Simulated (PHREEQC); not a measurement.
Make-up at 25 °C: 3.4 mol/kgw KBr and 0.21 mol/kgw NaCl. Closed to the air; pH follows from the charge balance.

Model: Pitzer model, pitzer.dat, run in PHREEQC.

The ionic strength comes out as 3.61 mol/kgw. What activity coefficients do Br-, Na+, Cl-, K+ get?

Br- 0.61, Na+ 0.79, Cl- 0.57, K+ 0.60. Single-ion values are on the MacInnes scale.

No solid was allowed to form. Complexes and solids missing from the database can't appear.
